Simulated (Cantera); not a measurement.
Charge: 1 mol SiHCl3, 8.5 mol NH3, 15 mol N2, at 0.0450 bar.

Equilibrium computed with Cantera from the NASA thermochemical tables; the gas is ideal and each condensed phase is pure. Candidate condensed phases: NH4Cl, Si, Si3N4; 28 gas species. Gases not in the tables: Si2H6 and higher silanes. Kinetics and transport are ignored.

**Question.** What share of the Si ends up in condensed phases as a function of T (K), at 1350, 1400, 1450, 1500, 1550, 1600, 1650, 1700, 1750, 1800, 1850, 1900, 1950, 2000?

**Answer.** 
```
T (K)  Si condensed (%)        as
-----  ----------------  --------
1350               99.4  Si3N4(s)
1400               98.9  Si3N4(s)
1450               97.9  Si3N4(s)
1500               96.1  Si3N4(s)
1550               92.9  Si3N4(s)
1600               88.0  Si3N4(s)
1650               80.9  Si3N4(s)
1700               71.8  Si3N4(s)
1750               61.2  Si3N4(s)
1800               49.6  Si3N4(s)
1850               37.7  Si3N4(s)
1900               34.0     Si(l)
1950               34.2     Si(l)
2000               33.6     Si(l)
```
